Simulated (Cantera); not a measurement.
An isothermal, constant-pressure homogeneous reactor starts with 12.2 % CH4, 87.8 % H2, at 1673 K and 42.0 Torr.

Model: GRI-Mech 3.0 (53 species, 325 reactions), integrated in Cantera. GRI-Mech 3.0 stops at C3 and has no aromatics, soot or wall deposition, so with more carbon than oxygen in the feed, carbon stays in small species such as C2H2 where larger ones or solid carbon would form.

One state of this run: x CH4 = 0.00189; x H2 = 0.944; x C2H2 = 0.0533; x C2H6 = 2.37e-8; x H = 0.000471. x: mole fraction; the columns are a selection and need not sum to one.

Problem. Which value of t (s) does it belong to?
A. 0.000972
B. 100
C. 1.18
D. 0.0823

Solution. B, 100
